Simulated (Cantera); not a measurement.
# Pyrogenic steam for wet oxidation

A perfectly stirred reactor is fed with H₂ : O₂ : N₂ = 0.49 : 1 : 0.98 (molar parts), at 82.5 Torr; it is held at 1100 K, and followed from long to short residence time.

Model: the H2/O2 subset of GRI-Mech 3.0, which has no nitrogen chemistry, integrated in Cantera. The temperature is held fixed by assumption; the heat of reaction is taken as removed at once.

```json
[
 {"τ (s)": "17", "x H₂": "5.98e-5", "x O₂": "0.339", "x O": "1.71e-5", "x H₂O": "0.220", "x H₂O₂": "3.49e-7", "x HO₂": "1.99e-6"},
 {"τ (s)": "3.9", "x H₂": "0.000159", "x O₂": "0.339", "x O": "4.73e-5", "x H₂O": "0.220", "x H₂O₂": "6.23e-7", "x HO₂": "4.71e-6"},
 {"τ (s)": "0.90", "x H₂": "0.000417", "x O₂": "0.339", "x O": "0.000129", "x H₂O": "0.220", "x H₂O₂": "1.05e-6", "x HO₂": "1.01e-5"},
 {"τ (s)": "0.21", "x H₂": "0.00105", "x O₂": "0.339", "x O": "0.000341", "x H₂O": "0.219", "x H₂O₂": "1.63e-6", "x HO₂": "1.86e-5"},
 {"τ (s)": "0.048", "x H₂": "0.00255", "x O₂": "0.339", "x O": "0.000881", "x H₂O": "0.217", "x H₂O₂": "2.30e-6", "x HO₂": "2.96e-5"},
 {"τ (s)": "0.011", "x H₂": "0.00594", "x O₂": "0.339", "x O": "0.00216", "x H₂O": "0.212", "x H₂O₂": "2.95e-6", "x HO₂": "4.03e-5"},
 {"τ (s)": "0.0026", "x H₂": "0.0132", "x O₂": "0.339", "x O": "0.00490", "x H₂O": "0.200", "x H₂O₂": "3.40e-6", "x HO₂": "4.75e-5"},
 {"τ (s)": "0.00060", "x H₂": "0.0291", "x O₂": "0.340", "x O": "0.0102", "x H₂O": "0.172", "x H₂O₂": "3.33e-6", "x HO₂": "4.85e-5"},
 {"τ (s)": "0.00014", "x H₂": "0.0635", "x O₂": "0.348", "x O": "0.0154", "x H₂O": "0.118", "x H₂O₂": "2.66e-6", "x HO₂": "4.17e-5"}
]
```
x: mole fraction; the columns are a selection and need not sum to one.
